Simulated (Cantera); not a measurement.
A closed system holds: 1 mol Si, 0.57 mol NF3, 3 mol H2, held at 0.0750 Torr.

Method: chemical equilibrium by Gibbs-energy minimisation in Cantera with the NASA 1993 tables (ideal gas, pure condensed phases). Candidate condensed phases: Si, Si3N4; 37 gas species. Mutual solubility and eutectic melting of coexisting phases are not modelled. The tables' values for SiF3, SiF2 are old estimates; treat these amounts as uncertain. Rates play no part.

log p: log10 of the partial pressure in bar; n: condensed amount in mol.

| T (K) | log p H2 | log p SiF4 | log p SiF3 | log p SiF2 | log p SiHF3 | log p HF | log p N2 | n Si(s) | n Si3N4(s) |
|---|---|---|---|---|---|---|---|---|---|
| 923 | -4.06 | -4.91 | -7.42 | -9.47 | -6.74 | -8.49 | [?] | 0.143 | 0.142 |
| 973 | -4.06 | -4.91 | -7.06 | -8.84 | -6.72 | -8.12 | [?] | 0.143 | 0.142 |
| 1023 | -4.06 | -4.91 | -6.74 | -8.28 | -6.70 | -7.78 | [?] | 0.142 | 0.142 |
| 1073 | -4.06 | -4.92 | -6.45 | -7.77 | -6.69 | -7.47 | [?] | 0.140 | 0.142 |
| 1123 | -4.06 | -4.93 | -6.19 | -7.31 | -6.68 | -7.19 | [?] | 0.137 | 0.142 |
| 1173 | -4.06 | -4.94 | -5.96 | -6.90 | -6.68 | -6.94 | [?] | 0.133 | 0.142 |
| 1223 | -4.06 | -4.97 | -5.75 | -6.52 | -6.69 | -6.72 | [?] | 0.127 | 0.142 |

Complete the blanks.


- 923, log p N2: -12.41
- 973, log p N2: -11.33
- 1023, log p N2: -10.35
- 1073, log p N2: -9.46
- 1123, log p N2: -8.65
- 1173, log p N2: -7.92
- 1223, log p N2: -7.24
